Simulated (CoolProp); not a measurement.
R1224YDZ at several states: fugacity coefficient from the reference equation and from simpler models built on Tc = 155.5 °C, pc = 3.334 MPa, ω = 0.325; each cubic takes its own stable root.

Values from CoolProp's reference Helmholtz-energy equation of state, Akasaka 2023.

| T (°C) | p (MPa) | phase | reference | van der Waals | Soave-Redlich-Kwong |
|---|---|---|---|---|---|
| -75.45 | 0.0344 | liquid | 0.01160 | 0.9823 | [?] |
| 59.65 | 0.414 | gas | [?] | [?] | [?] |
| 68.95 | 0.0807 | gas | 0.9815 | 0.9878 | 0.9829 |
| 128.35 | 0.018 | gas | 0.9977 | 0.9981 | 0.9977 |
| 121.65 | 7.72 | liquid | 0.2257 | [?] | 0.2400 |

**Question.** Fill in the missing entries.

**Answer.** 
- -75.45, Soave-Redlich-Kwong: 0.01240
- 59.65, reference: 0.8942
- 59.65, van der Waals: 0.9332
- 59.65, Soave-Redlich-Kwong: 0.9048
- 121.65, van der Waals: 0.3256

At some of these states van der Waals gives the other phase, because its saturation line lies elsewhere.
